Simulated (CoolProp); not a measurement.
Vapour-liquid equilibrium of CH2F2 (R32) (1) + R1234yf (2) at 22.45 °C; x and y are mole fractions of (1).

The numbers come from the multi-fluid Helmholtz-energy mixture model, Tillner-Roth 1997 and Lemmon 2022; pair parameters Bell 2023 in CoolProp.

| x | bubble pressure (MPa) | y at the bubble point | dew pressure at overall composition x (MPa) | liquid density (mol/L) |
|---|---|---|---|---|
| 0.05 | 0.7032 | 0.125 | 0.6609 | 9.870 |
| 0.2 | 0.8995 | 0.391 | 0.7504 | 10.59 |
| 0.35 | 1.074 | 0.559 | 0.8634 | 11.46 |
| 0.5 | 1.224 | 0.678 | 1.008 | 12.52 |
| 0.65 | 1.352 | 0.774 | 1.188 | 13.84 |
| 0.8 | 1.461 | 0.864 | 1.385 | 15.53 |
| 0.95 | 1.552 | 0.963 | 1.542 | 17.77 |

No azeotrope shows between x = 0.05 and 0.95.

The pair parameters rest on a limited set of measurements; away from them the model extrapolates.
